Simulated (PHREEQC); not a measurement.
1 kg of water holding 0.011 mol/kgw Na2CO3, 0.014 mol/kgw NaOH, 0.19 mol/kgw NaCl and 0.36 mol/kgw Na2SO4 is evaporated at 25 °C; the solids stay in contact with the brine. CO2 from the air is kept out. Only these solids could form: Burkeite, Halite, Mirabilite, Nahcolite, Natron, Thenardite, Trona.

The series has 28 steps of water left (kg), from 1 to 0.005013.

Equilibrium calculation in PHREEQC: Pitzer model, pitzer.dat.

Problem. Which solids form, in which order, and at which step of the series does each first stand?

Solution. Mirabilite from water left = 0.2039 kg (pH 12.59), last present at water left = 0.06317 kg; Thenardite from water left = 0.06317 kg (pH 13.11); Halite from water left = 0.03564 kg (pH 13.35); Burkeite from water left = 0.01979 kg (pH 13.66).

Species that the database lacks are ignored.
